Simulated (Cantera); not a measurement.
A Cantera script and its output.

```python
import numpy as np
import cantera as ct

gas = ct.Solution("gri30.yaml", transport_model="multicomponent")
show = ['N2', 'H2O', 'NH3']

rows = []
print(f"{'T/K':>7s}{'rho':>11s}{'cp':>10s}{'mu':>11s}{'lambda':>11s}{'Pr':>7s}" + "".join(f"{'D_' + s:>11s}" for s in show))
for T in [400, 650, 900, 1150, 1400, 1650, 1900, 2150]:
    gas.TPX = T, 62000, {'CH4': 0.24, 'C2H2': 0.25, 'H2': 0.11, 'N2': 0.2}
    Pr = gas.cp_mass * gas.viscosity / gas.thermal_conductivity
    D = [gas.mix_diff_coeffs_mole[gas.species_index(s)] for s in show]
    rows.append([gas.density, gas.cp_mass, gas.viscosity, gas.thermal_conductivity, Pr, *D])
    print(f"{T:7g}{gas.density:11.4e}{gas.cp_mass:10.1f}{gas.viscosity:11.4e}"
          f"{gas.thermal_conductivity:11.4e}{Pr:7.3f}" + "".join(f"{d:11.4e}" for d in D))
print("SI units: kg/m3, J/kg/K, Pa s, W/m/K, m2/s")
```

It prints:

```
    T/K        rho        cp         mu     lambda     Pr       D_N2      D_H2O      D_NH3
    400 3.7714e-01    1938.8 1.6324e-05 5.1438e-02  0.615 6.0509e-05 6.5023e-05 6.2772e-05
    650 2.3209e-01    2321.1 2.3441e-05 8.5465e-02  0.637 1.4023e-04 1.6240e-04 1.5482e-04
    900 1.6762e-01    2637.8 2.9392e-05 1.2025e-01  0.645 2.4330e-04 2.9211e-04 2.7658e-04
   1150 1.3118e-01    2897.0 3.4665e-05 1.5483e-01  0.649 3.6698e-04 4.4934e-04 4.2375e-04
   1400 1.0775e-01    3097.6 3.9484e-05 1.8828e-01  0.650 5.0951e-04 6.3112e-04 5.9371e-04
   1650 9.1428e-02    3254.0 4.3974e-05 2.2030e-01  0.650 6.6963e-04 8.3550e-04 7.8468e-04
   1900 7.9398e-02    3376.5 4.8209e-05 2.5085e-01  0.649 8.4637e-04 1.0611e-03 9.9542e-04
   2150 7.0166e-02    3473.6 5.2240e-05 2.8002e-01  0.648 1.0390e-03 1.3068e-03 1.2250e-03
SI units: kg/m3, J/kg/K, Pa s, W/m/K, m2/s
```

Cantera simulation using GRI-Mech 3.0 (53 species, 325 reactions); the numbers are that mechanism's predictions, not measurements. The composition is frozen, though it would react at the higher temperatures.
